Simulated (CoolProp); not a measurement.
A simple Rankine cycle with n-perfluorohexane: condensing at 330.15 K, boiler at 0.704 MPa, turbine inlet 404.5 K, turbine efficiency 0.75, pump efficiency 0.7, no recuperator. Each further row changes one setting.

The numbers come from the reference Helmholtz-energy equation of state, Gao 2022 in CoolProp.

```
case                             thermal efficiency (%)  net work (kJ/kg)  heat in (kJ/kg)  turbine exit temperature (K)  volume ratio over the turbine
-------------------------------  ----------------------  ----------------  ---------------  ----------------------------  -----------------------------
as stated                                           8.2              11.9              144                         382.8                           8.59
turbine inlet 424.5 K                               7.8        (withheld)       (withheld)                         403.8                           8.09
condensing temperature 322.15 K              (withheld)              13.7       (withheld)                         380.4                           11.4
boiler pressure 0.493 MPa                    (withheld)              10.2       (withheld)                         388.4                           5.42
turbine efficiency 0.65                             7.1              10.2              144                    (withheld)                           8.63
```

### Question
Some entries are withheld; supply them.

### Answer

- turbine inlet 424.5 K, net work (kJ/kg): 12.8
- turbine inlet 424.5 K, heat in (kJ/kg): 165
- condensing temperature 322.15 K, thermal efficiency (%): 9.0
- condensing temperature 322.15 K, heat in (kJ/kg): 153
- boiler pressure 0.493 MPa, thermal efficiency (%): 6.9
- boiler pressure 0.493 MPa, heat in (kJ/kg): 148
- turbine efficiency 0.65, turbine exit temperature (K): 384.5
